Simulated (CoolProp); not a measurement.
Model: reference Helmholtz-energy equation of state, Lemmon 2006, in CoolProp. It is a short technical equation, of lower accuracy than the large ones.

### Question
Give the vapour pressure (MPa), vapour density (kg/m³), enthalpy of vaporisation (kJ/kg), liquid cp (kJ/(kg K)) of saturated R141b at 116.25 °C.

### Answer
| T (°C) | p (MPa) | vapour density (kg/m³) | enthalpy of vaporisation (kJ/kg) | liquid cp (kJ/(kg K)) |
|---|---|---|---|---|
| 116.25 | 0.958 | 42.0 | 173 | 1.35 |
